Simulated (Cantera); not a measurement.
Charge: 1 mol HBr, 2.3 mol H₂, held at 190000 Pa.

These are equilibrium values from Cantera (NASA tables, ideal gas, pure condensed phases), not measurements of a reactor. Candidate condensed phases: Br₂; 5 gas species. Kinetics and transport are ignored.

At 2150 K, list the 5 most abundant gas species with their mole fractions, and the condensed phases.

H₂ 0.698, HBr 0.281, Br 0.0185, H 0.00256, Br₂ 5.62e-5. Condensed: gas only.
